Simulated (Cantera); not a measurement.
A Cantera script and what it prints.

```python
import numpy as np
import cantera as ct

gas_names = """
    H H2 N NH NH2 NH3 N2 N2H2 N2H4 Si SiH SiH2 SiH3 SiH4 SiN Si2 Si2N Si3
""".split()
cond_names = """
    Si(cr) Si(L) Si3N4(a)
""".split()


def load(file, names, dense=False):
    # The tables refer to 1 bar. Condensed volumes are neglected.
    table = {s.name: s for s in ct.Species.list_from_file(file)}
    out = []
    for n in names:
        d = dict(table[n].input_data)
        d["thermo"] = dict(d["thermo"], **{"reference-pressure": 1e5})
        if dense:
            d["equation-of-state"] = {"model": "constant-volume", "density": "1e6 g/cm^3"}
        out.append(ct.Species.from_dict(d))
    return out


gas = ct.Solution(thermo="ideal-gas", species=load("nasa_gas.yaml", gas_names))
cond = {s.name: ct.Solution(thermo="fixed-stoichiometry", species=[s], name=s.name)
        for s in load("nasa_condensed.yaml", cond_names, dense=True)}
atoms = {
    'trisilylamine': {'Si': 3, 'N': 1, 'H': 9},
    'N2': {'N': 2},
    'H2': {'H': 2},
}
top_T = {'Si3N4(a)': 2400}  # K; cautious upper limits of use, not melting points


def equilibrate(T, P, feed):
    n = {}
    for name, mol in feed.items():
        for a, k in atoms[name].items():
            n[a] = n.get(a, 0.0) + k * mol
    gas.TPX = T, P, n
    mass = sum(n.values()) * gas.mean_molecular_weight
    gas.equilibrate("TP")
    valid = [c for c in cond.values() if c.min_temp <= T <= top_T.get(c.name, c.max_temp)]
    mix = ct.Mixture([(gas, mass / gas.mean_molecular_weight)] + [(c, 0.0) for c in valid])
    mix.T, mix.P = T, P
    mix.equilibrate("TP", solver="vcs", rtol=1e-11, max_steps=5000)
    return mix


results = []
feed = {'trisilylamine': 1, 'N2': 40, 'H2': 42}  # mol
T = 1873  # K
P = 3500  # Pa
mix = equilibrate(T, P, feed)
results.append((T, P, feed, dict(zip(mix.species_names, mix.species_moles))))
print(gas.report(threshold=1e-05))
for i in range(1, mix.n_phases):
    print(f"{mix.phase(i).name:16s} {mix.phase_moles(i):12.5e} mol")
```

Result:

```
       temperature   1873 K
          pressure   3500 Pa
           density   0.0031705 kg/m^3
  mean mol. weight   14.107 kg/kmol
   phase of matter   gas

                          1 kg             1 kmol
                     ---------------   ---------------
          enthalpy        3.5906e+06        5.0652e+07  J
   internal energy        2.4867e+06        3.5079e+07  J
           entropy             17682        2.4943e+05  J/K
    Gibbs function       -2.9527e+07       -4.1654e+08  J
 heat capacity c_p            2456.5             34653  J/K
 heat capacity c_v            1867.1             26339  J/K

                      mass frac. Y      mole frac. X     chem. pot. / RT
                     ---------------   ---------------   ---------------
                 H        0.00017986         0.0025171           -11.628
                H2          0.076079           0.53236           -23.256
                N2           0.92299           0.46478            -30.84
                Si         0.0005016        0.00025195            -5.506
               SiH        6.6092e-05        3.2047e-05           -17.134
              SiH2        5.5718e-05        2.6112e-05           -28.762
               SiN        3.4514e-05        1.1567e-05           -20.926
              Si2N         8.559e-05        1.7205e-05           -26.432
     [  +10 minor]        1.0406e-05        2.5768e-06

Si(L)             2.96853e+00 mol
Si3N4(a)          0.00000e+00 mol
```

These are equilibrium values from Cantera (NASA tables, ideal gas, pure condensed phases), not measurements of a reactor. The feed counts by its element totals alone. The tables' values for SiN are old estimates; treat these amounts as uncertain. Gases not in the tables: Si2H6 and higher silanes.
